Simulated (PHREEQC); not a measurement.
## Spent oxide etchant (model solution)

Dissolve 0.3 mol HF, 0.079 mol H2SiF6, 0.049 mol H3BO3 and 0.0073 mol HNO3 per kg of water at 20 °C. Closed to the air; pH follows from the charge balance.

The numbers come from PHREEQC with the ion-association model, wateq4f.dat.

This is a speciation only: nothing precipitates in the calculation.

Task: Predict the pH, ionic strength.

Result: pH 0.77; ionic strength 0.294 mol/kgw.

Task: In which forms is F present?

Result: SiF6-2 61 %, BF4- 25 %, HF 9.1 %, H2F2 4.3 % of the F.

Complexes and solids missing from the database can't appear. SiF6-2 is the database's only silicon fluoride. Real BF4- forms and hydrolyses slowly; the run takes it at equilibrium.
